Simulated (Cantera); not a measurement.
Thermodynamics of carbon deposition, reforming and gasification, feed C3H8 + NH3 + N2

Feed: 1 mol C3H8, 0.63 mol NH3, 0.41 mol N2, equilibrated at 0.00600 bar.

Equilibrium computed with Cantera from the NASA thermochemical tables; the gas is ideal and each condensed phase is pure. Candidate condensed phases: C, C6H6, C7H8, C8H18; 92 gas species. The numbers say what is thermodynamically allowed, not how fast it happens.

```
T (°C)   x H2     x H    x N2    x HCN  x C2H2 (acetylene)      x C3      x CN  n C(graphite)
------  -----  ------  ------  -------  ------------------  --------  --------  -------------
1650    0.859  0.0113   0.125  0.00353            0.000388  6.41e-10   9.07e-7           2.97
1800    0.839  0.0311   0.123  0.00624             0.00103   2.61e-8   6.40e-6           2.95
1950    0.795  0.0738   0.118  0.00993             0.00231   6.38e-7   3.42e-5           2.91
2100    0.717   0.153   0.110   0.0142             0.00441   1.03e-5  0.000145           2.85
2250    0.595   0.277  0.0996   0.0183             0.00709  0.000118  0.000507           2.76
2400    0.438   0.438  0.0869   0.0207             0.00936   0.00102   0.00150           2.64
2550    0.275   0.601  0.0739   0.0206             0.00992   0.00697   0.00388           2.35
```
x: gas mole fraction; n: condensed amount in mol.

From 1650 °C to 2550 °C the condensed part is C(graphite). The main C-bearing gas is HCN at 1650 °C and C3 at 2550 °C. The share of C in condensed phases is highest at 1650 °C (99.1 %) and lowest at 2550 °C (78.5 %).
